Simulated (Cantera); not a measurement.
A Cantera script and what it prints.

```python
import numpy as np
import cantera as ct

gas_names = """
    B BH BH2 BH3 BN BO BO2 B2 B2O B2O2 B2O3 B3O3H3 H HBO HBO2 HNO HNO2 HNO3 HO2 H2 H2O H2O2 H3B3O6 N NH
    NH2 NH3 NH2OH NO NO2 NO3 N2 N2H2 N2H4 N2O O OH O2 O3
""".split()
cond_names = """
    B(b) B(L) BN(s) B2O3(L) B3O3H3(cr) H2O(s) H2O(L)
""".split()


def load(file, names, dense=False):
    # The tables refer to 1 bar. Condensed volumes are neglected.
    table = {s.name: s for s in ct.Species.list_from_file(file)}
    out = []
    for n in names:
        d = dict(table[n].input_data)
        d["thermo"] = dict(d["thermo"], **{"reference-pressure": 1e5})
        if dense:
            d["equation-of-state"] = {"model": "constant-volume", "density": "1e6 g/cm^3"}
        out.append(ct.Species.from_dict(d))
    return out


gas = ct.Solution(thermo="ideal-gas", species=load("nasa_gas.yaml", gas_names))
cond = {s.name: ct.Solution(thermo="fixed-stoichiometry", species=[s], name=s.name)
        for s in load("nasa_condensed.yaml", cond_names, dense=True)}
atoms = {
    'B2O3': {'B': 2, 'O': 3},
    'N2': {'N': 2},
    'H2': {'H': 2},
    'NH3': {'N': 1, 'H': 3},
}
top_T = {'BN(s)': 3200}  # K; cautious upper limits of use, not melting points


def equilibrate(T, P, feed):
    n = {}
    for name, mol in feed.items():
        for a, k in atoms[name].items():
            n[a] = n.get(a, 0.0) + k * mol
    gas.TPX = T, P, n
    mass = sum(n.values()) * gas.mean_molecular_weight
    gas.equilibrate("TP")
    valid = [c for c in cond.values() if c.min_temp <= T <= top_T.get(c.name, c.max_temp)]
    mix = ct.Mixture([(gas, mass / gas.mean_molecular_weight)] + [(c, 0.0) for c in valid])
    mix.T, mix.P = T, P
    mix.equilibrate("TP", solver="vcs", rtol=1e-11, max_steps=5000)
    return mix


results = []
feed = {'B2O3': 1, 'N2': 0.44, 'H2': 7.1, 'NH3': 0.37}  # mol
P = 1333.22  # Pa
for T in [1448, 1473, 1498, 1523, 1548, 1573, 1598, 1623, 1648, 1673, 1698, 1723, 1748, 1773]:
    mix = equilibrate(T, P, feed)
    results.append((T, P, feed, dict(zip(mix.species_names, mix.species_moles))))
    x = sorted(zip(gas.X, gas.species_names), reverse=True)
    print(f"T = {T:g} K  P = {P:g} Pa  gas = {mix.phase_moles(0):.4g} mol")
    print("   x: " + "  ".join(f"{s} {v:.3e}" for v, s in x if v > 0.001))
    print("   condensed (mol): " + ("  ".join(f"{mix.phase(i).name} {mix.phase_moles(i):.4g}"
          for i in range(1, mix.n_phases) if mix.phase_moles(i) > 1e-12) or "none"))
```

It prints:

```
T = 1448 K  P = 1333.22 Pa  gas = 8.302 mol
   x: H2 9.186e-01  N2 7.475e-02  HBO2 3.520e-03  HBO 1.729e-03
   condensed (mol): BN(s) 0.008829  B2O3(L) 0.9691
T = 1473 K  P = 1333.22 Pa  gas = 8.313 mol
   x: H2 9.165e-01  N2 7.465e-02  HBO2 4.419e-03  HBO 2.586e-03
   condensed (mol): BN(s) 0.008719  B2O3(L) 0.9583
T = 1498 K  P = 1333.22 Pa  gas = 8.33 mol
   x: H2 9.136e-01  N2 7.456e-02  HBO2 5.500e-03  HBO 3.813e-03  B2O3 1.562e-03
   condensed (mol): BN(s) 0.007909  B2O3(L) 0.9432
T = 1523 K  P = 1333.22 Pa  gas = 8.353 mol
   x: H2 9.095e-01  N2 7.447e-02  HBO2 6.786e-03  HBO 5.545e-03  B2O3 2.585e-03
   condensed (mol): BN(s) 0.005932  B2O3(L) 0.9218
T = 1548 K  P = 1333.22 Pa  gas = 8.388 mol
   x: H2 9.037e-01  N2 7.439e-02  HBO2 8.305e-03  HBO 7.955e-03  B2O3 4.207e-03
   condensed (mol): BN(s) 0.00207  B2O3(L) 0.8914
T = 1573 K  P = 1333.22 Pa  gas = 8.435 mol
   x: H2 8.959e-01  N2 7.409e-02  HBO2 1.072e-02  HBO 1.059e-02  B2O3 6.734e-03
   condensed (mol): B2O3(L) 0.8464
T = 1598 K  P = 1333.22 Pa  gas = 8.501 mol
   x: H2 8.855e-01  N2 7.352e-02  HBO2 1.419e-02  HBO 1.346e-02  B2O3 1.061e-02  B2O2 1.189e-03
   condensed (mol): B2O3(L) 0.7815
T = 1623 K  P = 1333.22 Pa  gas = 8.594 mol
   x: H2 8.716e-01  N2 7.272e-02  HBO2 1.862e-02  HBO 1.690e-02  B2O3 1.648e-02  B2O2 1.796e-03  H2O 1.061e-03
   condensed (mol): B2O3(L) 0.6893
T = 1648 K  P = 1333.22 Pa  gas = 8.727 mol
   x: H2 8.530e-01  N2 7.162e-02  B2O3 2.524e-02  HBO2 2.418e-02  HBO 2.095e-02  B2O2 2.665e-03  H2O 1.239e-03
   condensed (mol): B2O3(L) 0.5579
T = 1673 K  P = 1333.22 Pa  gas = 8.917 mol
   x: H2 8.283e-01  N2 7.009e-02  B2O3 3.812e-02  HBO2 3.110e-02  HBO 2.562e-02  B2O2 3.886e-03  H2O 1.435e-03
   condensed (mol): B2O3(L) 0.3699
T = 1698 K  P = 1333.22 Pa  gas = 9.19 mol
   x: H2 7.955e-01  N2 6.801e-02  B2O3 5.685e-02  HBO2 3.957e-02  HBO 3.086e-02  B2O2 5.566e-03  H2O 1.646e-03  H 1.117e-03
   condensed (mol): B2O3(L) 0.09862
T = 1723 K  P = 1333.22 Pa  gas = 9.292 mol
   x: H2 7.833e-01  N2 6.726e-02  B2O3 6.287e-02  HBO2 4.290e-02  HBO 3.310e-02  B2O2 6.174e-03  H2O 1.846e-03  H 1.398e-03  BO 1.149e-03
   condensed (mol): none
T = 1748 K  P = 1333.22 Pa  gas = 9.295 mol
   x: H2 7.818e-01  N2 6.724e-02  B2O3 6.182e-02  HBO2 4.371e-02  HBO 3.398e-02  B2O2 6.201e-03  H2O 2.052e-03  H 1.750e-03  BO 1.437e-03
   condensed (mol): none
T = 1773 K  P = 1333.22 Pa  gas = 9.298 mol
   x: H2 7.802e-01  N2 6.722e-02  B2O3 6.077e-02  HBO2 4.450e-02  HBO 3.483e-02  B2O2 6.220e-03  H2O 2.275e-03  H 2.176e-03  BO 1.784e-03
   condensed (mol): none
```

These are equilibrium values from Cantera (NASA tables, ideal gas, pure condensed phases), not measurements of a reactor. Mutual solubility and eutectic melting of coexisting phases are not modelled.
